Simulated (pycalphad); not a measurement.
Source of the numbers: pycalphad with the COST 507 light-alloy database (1999); pressure 1 atm. No gas phase is included, though pure Mg would boil below 1377 °C. The database dates from 1999; later assessments differ in places, in temperatures and in the compounds included. Diffusion is slow at the low end, where real alloys seldom reach equilibrium.

**Mg-1.58Si-0.82Al (at.%): equilibrium cooling sequence**

| T (°C) | phases above | phases below |
|---|---|---|
| 654.9 | liquid | liquid + MG2SI |
| 634.2 | liquid + MG2SI | hcp + liquid + MG2SI |
| 622.6 | hcp + liquid + MG2SI | hcp + MG2SI |
| 93.0 | hcp + MG2SI | ALMG_GAMMA + hcp + MG2SI |

Changes were sought between steps of 25 K, so a narrower field can be missed.

Database names, with the compositions (at.%) that they take in these runs: MG2SI: Mg 67 Si 33; ALMG_GAMMA: Mg 59 Al 41.
